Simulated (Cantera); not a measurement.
Feed: 1 mol Si, 1.9 mol H₂, held at 973 K and 74000 Pa.

Equilibrium computed with Cantera from the NASA thermochemical tables; the gas is ideal and each condensed phase is pure. Candidate condensed phases: Si; 9 gas species. Kinetics and transport are ignored.

Base state: H₂ 1.00 (mole fractions); condensed: Si(s).

### Question
What changes in the equilibrium state with this change: Si replaced by SiCl₄?

### Answer
| species | before | after |
|---|---|---|
| H₂ | 1.00 | 0.622 |
| SiCl₄ | 0 | 0.311 |
| HCl | 0 | 0.0337 |
| SiHCl₃ | 0 | 0.0323 |
| SiCl₃ | 0 | 0.000580 |
| SiH₂Cl₂ | 0 | 0.000350 |
| SiCl₂ | 0 | 3.10e-5 |
| Si(s), mol | 1.000 | 0 |
The tables' values for SiCl₃ are old estimates; treat these amounts as uncertain.
